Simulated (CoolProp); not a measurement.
Toluene along the isobar 3.56 bar: density (kg/m³) from the reference equation and from simpler models built on Tc = 591.7 K, pc = 41.26 bar, ω = 0.266; each cubic takes its own stable root.

Values from CoolProp's reference Helmholtz-energy equation of state, Lemmon 2006. It is a short technical equation, of lower accuracy than the large ones.

| T (K) | phase | reference |
|---|---|---|
| 342.4 | liquid | 820.6 |
| 355.9 | liquid | 807.5 |
| 369.4 | liquid | 794.1 |
| 382.9 | liquid | 780.4 |
| 396.4 | liquid | 766.3 |
| 409.9 | liquid | 751.8 |
| 423.4 | liquid | 736.8 |
| 436.9 | gas | 9.982 |
| 450.4 | gas | 9.572 |
| 463.9 | gas | 9.204 |
| 477.4 | gas | 8.871 |
| 490.9 | gas | 8.566 |
| 504.4 | gas | 8.287 |
| 517.9 | gas | 8.028 |
| 531.4 | gas | 7.788 |

Q: How far does each simpler model (van der Waals, Redlich-Kwong) lie from the reference over these 15 states: mean and median of the absolute difference, and the worst?

A: 
- van der Waals: mean 43.5 %, median 4.3 %, worst -98.7 % at 423.4 K and 3.56 bar
- Redlich-Kwong: mean 12.7 %, median 2.4 %, worst -98.6 % at 423.4 K and 3.56 bar

At some of these states van der Waals, Redlich-Kwong gives the other phase, because its saturation line lies elsewhere.
